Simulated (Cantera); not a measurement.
Mixture: CH₄ : C₂H₆ : O₂ : N₂ = 1 : 0.086 : 4.42 : 18.1 (molar parts), equivalence ratio 0.52, at 5.00 bar, adiabatic and at constant pressure. Ignition delay is the time to a rise of 400 K.

Detailed kinetics in Cantera: GRI-Mech 3.0 (53 species, 325 reactions).

Task: Predict: delay at 1100 K; delay at 1175 K; delay at 1250 K; delay at 1325 K; delay at 1400 K; apparent activation energy between 1250 and 1400 K.

Result: 
| Quantity | Value |
|---|---|
| delay at 1100 K | 7.70 ms |
| delay at 1175 K | 2.60 ms |
| delay at 1250 K | 1.05 ms |
| delay at 1325 K | 0.469 ms |
| delay at 1400 K | 0.226 ms |
| apparent activation energy between 1250 and 1400 K | 150 kJ/mol |
